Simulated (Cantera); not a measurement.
Feed: 1 mol Si3N4, a varied amount of H2O, 58 mol N2, held at 1173 K and 0.340 Pa.

Method: chemical equilibrium by Gibbs-energy minimisation in Cantera with the NASA 1993 tables (ideal gas, pure condensed phases). Candidate condensed phases: H2O, Si, SiO2, Si2N2O, Si3N4; 35 gas species. Mutual solubility and eutectic melting of coexisting phases are not modelled. The tables hold silica as quartz up to 1696 K and as liquid above; real silica turns to tridymite and cristobalite and melts near 1996 K. The numbers say what is thermodynamically allowed, not how fast it happens.

Q: Which condensed phases are stable at each of these points (n(H2O) (mol)): 0.04, 0.061, 0.094, 0.14, 0.22, 0.34, 0.53, 0.81, 1.2, 1.9, 2.9, 4.5?

A: 
| n(H2O) (mol) | condensed phases | Si condensed (%) |
|---|---|---|
| 0.04 | Si2N2O(s) + Si3N4(s) | 100.0 |
| 0.061 | Si2N2O(s) + Si3N4(s) | 100.0 |
| 0.094 | Si2N2O(s) + Si3N4(s) | 100.0 |
| 0.14 | Si2N2O(s) + Si3N4(s) | 100.0 |
| 0.22 | Si2N2O(s) + Si3N4(s) | 100.0 |
| 0.34 | Si2N2O(s) + Si3N4(s) | 100.0 |
| 0.53 | Si2N2O(s) + Si3N4(s) | 100.0 |
| 0.81 | Si2N2O(s) + Si3N4(s) | 100.0 |
| 1.2 | Si2N2O(s) + Si3N4(s) | 100.0 |
| 1.9 | SiO2(β-quartz) + Si2N2O(s) | 98.9 |
| 2.9 | SiO2(β-quartz) + Si2N2O(s) | 98.8 |
| 4.5 | SiO2(β-quartz) + Si2N2O(s) | 98.8 |

From 0.04 mol H2O to 1.2 mol H2O the condensed part is Si2N2O(s) + Si3N4(s). From 1.9 mol H2O to 4.5 mol H2O the condensed part is SiO2(β-quartz) + Si2N2O(s).
